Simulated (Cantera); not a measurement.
Mixture: 9.24 % CH4, 14.2 % O2, 73.9 % N2, 2.59 % H2O, equivalence ratio 1.3, at 101000 Pa, adiabatic and at constant volume. Ignition delay is the time to a rise of 400 K.

Computed with Cantera and GRI-Mech 3.0 (53 species, 325 reactions).

**Question.** At T0 = 1650 K, what is the delay, and which 7 reactions control it most (d ln τ / d ln k, from doubling and halving each rate constant)?

**Answer.** The delay is 0.405 ms.
| reaction | d ln τ / d ln k | faster rate |
|---|---|---|
| CH3 + O2 <=> CH3O + O | -0.38 | shortens it |
| H + O2 <=> O + OH | -0.35 | shortens it |
| CH4 + H <=> CH3 + H2 | 0.25 | lengthens it |
| 2 CH3 (+M) <=> C2H6 (+M) | 0.18 | lengthens it |
| 2 CH3 <=> C2H5 + H | -0.15 | shortens it |
| CH3 + H (+M) <=> CH4 (+M) | -0.12 | shortens it |
| CH3 + O2 <=> CH2O + OH | -0.12 | shortens it |
